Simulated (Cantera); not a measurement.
A freely propagating, adiabatic, planar premixed flame of 9.83 % CH₄, 0.816 % C₂H₆, 18.8 % O₂, 70.6 % N₂, equivalence ratio 1.2, unburnt at 375 K and 100000 Pa; mixture-averaged transport, grid criteria slope 0.08 and curve 0.16, no radiation.

Computed with Cantera and GRI-Mech 3.0 (53 species, 325 reactions). Burning velocities carry a grid error of a few per cent, more on coarse grids.

x: mole fraction of selected species; z is measured from the peak of heat release.

| z (mm) | T (K) | u (m/s) | x CH₄ | x C₂H₆ | x O₂ | x H₂ | x HCO | x O |
|---|---|---|---|---|---|---|---|---|
| -1.23 | 375 | 0.513 | 0.0982 | 0.00815 | 0.188 | 0.00118 | <1e-8 | <1e-8 |
| -0.823 | 377 | 0.517 | 0.0977 | 0.00813 | 0.187 | 0.00401 | <1e-8 | <1e-8 |
| -0.617 | 388 | 0.534 | 0.0968 | 0.00809 | 0.186 | 0.00781 | <1e-8 | <1e-8 |
| -0.412 | [?] | 0.669 | 0.0910 | 0.00787 | 0.179 | 0.0158 | <1e-8 | 1.54e-8 |
| -0.206 | [?] | 1.41 | 0.0619 | 0.00582 | 0.136 | 0.0278 | 5.75e-7 | 5.42e-6 |
| -0.103 | [?] | 2.06 | 0.0338 | 0.00269 | 0.0906 | 0.0334 | 1.38e-5 | 7.69e-5 |
| 0 | [?] | 2.62 | 0.00844 | 0.000188 | 0.0428 | 0.0349 | 4.53e-5 | 0.000466 |
| 0.103 | 1961 | 2.85 | 0.000746 | 1.14e-6 | 0.0163 | 0.0309 | 1.83e-5 | 0.00114 |
| 0.206 | 2002 | 2.90 | 3.66e-5 | <1e-8 | 0.00751 | 0.0283 | 1.68e-6 | 0.00145 |
| 0.412 | 2033 | 2.93 | 9.30e-8 | <1e-8 | 0.00388 | 0.0280 | 1.14e-7 | 0.00133 |
| 0.823 | 2070 | 2.97 | <1e-8 | <1e-8 | 0.00269 | 0.0281 | 8.48e-8 | 0.000979 |
| 1.65 | 2111 | 3.03 | <1e-8 | <1e-8 | 0.00170 | 0.0275 | 6.06e-8 | 0.000599 |
| 3.29 | 2148 | 3.07 | <1e-8 | <1e-8 | 0.000868 | 0.0268 | 3.92e-8 | 0.000293 |

**Question.** Complete the blanks.

**Answer.** 
- -0.412, T (K): 481
- -0.206, T (K): 989
- -0.103, T (K): 1427
- 0, T (K): 1803
